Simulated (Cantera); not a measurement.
Feed: 1 mol SiH4, 0.96 mol N2, equilibrated at 8.50 Pa.

Method: chemical equilibrium by Gibbs-energy minimisation in Cantera with the NASA 1993 tables (ideal gas, pure condensed phases). Candidate condensed phases: Si, Si3N4; 18 gas species. N2 is the only nitrogen source here; it is nearly inert below about 1500 K, so the nitride shown seldom forms there in practice. The numbers say what is thermodynamically allowed, not how fast it happens.

Task: At 1100 °C, list the 3 most abundant gas species with their mole fractions, and the condensed phases.

Result: H2 0.872, N2 0.128, H 0.000337. Condensed: Si3N4(s).
